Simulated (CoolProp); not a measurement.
Vapour-liquid equilibrium of dimethyl ether (1) + chloromethane (R40) (2) at -32.95 °C; x and y are mole fractions of (1).

Model: multi-fluid Helmholtz-energy mixture model, Wu 2011 and Thol 2014; pair parameters Bell 2016, in CoolProp.

```csv
x,bubble pressure (bar),y at the bubble point,dew pressure at overall composition x (bar),liquid density (mol/L)
0.05,0.6676,0.041,0.6664,19.95
0.125,0.6588,0.108,0.6569,19.62
0.2,0.6515,0.181,0.6499,19.29
0.275,0.6459,0.258,0.6450,18.97
0.35,0.6423,0.339,0.6420,18.66
0.425,0.6408,0.423,0.6408,18.36
0.5,0.6414,0.508,0.6413,18.06
0.575,0.6444,0.593,0.6436,17.76
0.65,0.6496,0.675,0.6477,17.48
0.725,0.6569,0.755,0.6539,17.19
0.8,0.6664,0.830,0.6623,16.92
0.875,0.6778,0.899,0.6735,16.64
0.95,0.6908,0.962,0.6881,16.38
```

y crosses x between x = 0.425 and 0.5: the model has an azeotrope there.

Pair parameters are fitted to limited data, so mixtures are less certain than the pure fluids.
